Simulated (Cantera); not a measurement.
## Transport properties of process gases

Gas mixture: C₂H₂ : N₂ = 0.29 : 0.32 (molar parts), at 10.00 Torr, frozen composition.

Cantera's kinetic-theory transport with the Lennard-Jones parameters of GRI-Mech 3.0, ideal gas; thermal conductivity in the multicomponent form. The composition is frozen, though it would react at the higher temperatures.

```json
[
 {"T (K)": "400", "ρ (kg/m³)": "0.0109", "cp (J/kg/K)": "1451", "μ (µPa s)": "17.6", "λ (mW/m/K)": "34.3", "Pr": "0.744", "D (cm²/s) CH₄": "25.4", "D (cm²/s) CO₂": "18.0", "D (cm²/s) H": "135"},
 {"T (K)": "600", "ρ (kg/m³)": "0.00723", "cp (J/kg/K)": "1603", "μ (µPa s)": "23.9", "λ (mW/m/K)": "51.3", "Pr": "0.746", "D (cm²/s) CH₄": "51.7", "D (cm²/s) CO₂": "37.4", "D (cm²/s) H": "275"},
 {"T (K)": "800", "ρ (kg/m³)": "0.00543", "cp (J/kg/K)": "1722", "μ (µPa s)": "29.2", "λ (mW/m/K)": "67.5", "Pr": "0.747", "D (cm²/s) CH₄": "84.6", "D (cm²/s) CO₂": "61.7", "D (cm²/s) H": "450"},
 {"T (K)": "1000", "ρ (kg/m³)": "0.00434", "cp (J/kg/K)": "1827", "μ (µPa s)": "34.1", "λ (mW/m/K)": "83.3", "Pr": "0.747", "D (cm²/s) CH₄": "123", "D (cm²/s) CO₂": "90.4", "D (cm²/s) H": "656"},
 {"T (K)": "1200", "ρ (kg/m³)": "0.00362", "cp (J/kg/K)": "1911", "μ (µPa s)": "38.5", "λ (mW/m/K)": "98.5", "Pr": "0.747", "D (cm²/s) CH₄": "168", "D (cm²/s) CO₂": "123", "D (cm²/s) H": "891"},
 {"T (K)": "1400", "ρ (kg/m³)": "0.00310", "cp (J/kg/K)": "1980", "μ (µPa s)": "42.6", "λ (mW/m/K)": "113", "Pr": "0.747", "D (cm²/s) CH₄": "217", "D (cm²/s) CO₂": "160", "D (cm²/s) H": "1150"},
 {"T (K)": "1600", "ρ (kg/m³)": "0.00271", "cp (J/kg/K)": "2036", "μ (µPa s)": "46.5", "λ (mW/m/K)": "127", "Pr": "0.747", "D (cm²/s) CH₄": "271", "D (cm²/s) CO₂": "200", "D (cm²/s) H": "1440"},
 {"T (K)": "1800", "ρ (kg/m³)": "0.00241", "cp (J/kg/K)": "2082", "μ (µPa s)": "50.2", "λ (mW/m/K)": "140", "Pr": "0.747", "D (cm²/s) CH₄": "330", "D (cm²/s) CO₂": "243", "D (cm²/s) H": "1750"}
]
```
D: mixture-averaged diffusion coefficient of that species in the mixture.
